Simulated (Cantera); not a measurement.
Charge: 1 mol SiO2, 3.4 mol C, 0.74 mol CO, at 0.540 bar.

Method: chemical equilibrium by Gibbs-energy minimisation in Cantera with the NASA 1993 tables (ideal gas, pure condensed phases). Candidate condensed phases: C, Si, SiC, SiO2; 20 gas species. The tables hold silica as quartz up to 1696 K and as liquid above; real silica turns to tridymite and cristobalite and melts near 1996 K. Equilibrium is a limit: real reactors are often held back by kinetics, nucleation or transport.

Which condensed phases are stable at each of these points (T (°C)): 1127, 1227, 1327, 1427, 1527, 1627, 1727, 1827, 1927, 2027, 2127?


| T (°C) | condensed phases | Si condensed (%) |
|---|---|---|
| 1127 | C(graphite) + SiO2(β-quartz) | 100.0 |
| 1227 | C(graphite) + SiO2(β-quartz) | 100.0 |
| 1327 | C(graphite) + SiO2(β-quartz) | 100.0 |
| 1427 | C(graphite) + SiO2(condensed) | 99.9 |
| 1527 | C(graphite) + SiC(s) | 98.5 |
| 1627 | C(graphite) + SiC(s) | 98.0 |
| 1727 | C(graphite) + SiC(s) | 97.5 |
| 1827 | C(graphite) + SiC(s) | 96.9 |
| 1927 | C(graphite) + SiC(s) | 96.1 |
| 2027 | C(graphite) + SiC(s) | 95.3 |
| 2127 | C(graphite) + SiC(s) | 94.3 |

From 1127 °C to 1327 °C the condensed part is C(graphite) + SiO2(β-quartz). At 1427 °C the condensed part is C(graphite) + SiO2(condensed). From 1527 °C to 2127 °C the condensed part is C(graphite) + SiC(s).
